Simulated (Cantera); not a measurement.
Mixture: CH4 : C2H6 : O2 : N2 : H2O = 1 : 0.054 : 3.2 : 18.3 : 0.53 (molar parts), equivalence ratio 0.68, at 3.10 bar, adiabatic and at constant pressure. Ignition delay is the time to a rise of 400 K.

Detailed kinetics in Cantera: GRI-Mech 3.0 (53 species, 325 reactions).

Problem. Predict: delay at 1173 K; delay at 1273 K; delay at 1373 K; delay at 1473 K; delay at 1573 K; delay at 1673 K; delay at 1773 K; apparent activation energy between 1573 and 1773 K.

Solution. 
```
Quantity                                                 Value
--------------------------------------------------  ----------
delay at 1173 K                                        8.14 ms
delay at 1273 K                                        2.65 ms
delay at 1373 K                                       0.908 ms
delay at 1473 K                                       0.327 ms
delay at 1573 K                                       0.128 ms
delay at 1673 K                                        56.8 µs
delay at 1773 K                                        29.1 µs
apparent activation energy between 1573 and 1773 K  170 kJ/mol
```
